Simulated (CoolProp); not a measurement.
Methane at 293.15 K and 1.15 MPa flows at 0.11 m/s in a round tube of 10 mm bore and 45 µm roughness, fully developed (64/Re and Nu = 3.66 if laminar; Colebrook and Gnielinski if turbulent). Each further row changes one setting.

Values from CoolProp's reference Helmholtz-energy equation of state, Setzmann 1991.

```csv
case,Reynolds number,Darcy friction factor,pressure drop (Pa/m),heat-transfer coefficient (W/(m² K)),mass flow (kg/h)
as stated,760,0.0842,0.394,12.5,0.240
velocity 0.22 m/s,1520,0.0421,0.787,12.5,0.481
diameter 20 mm,1520,0.0421,0.0984,6.25,0.962
```

Viscosity comes from a separate model (Quiñones-Cisneros 2006). Thermal conductivity comes from a separate model (Friend 1989).
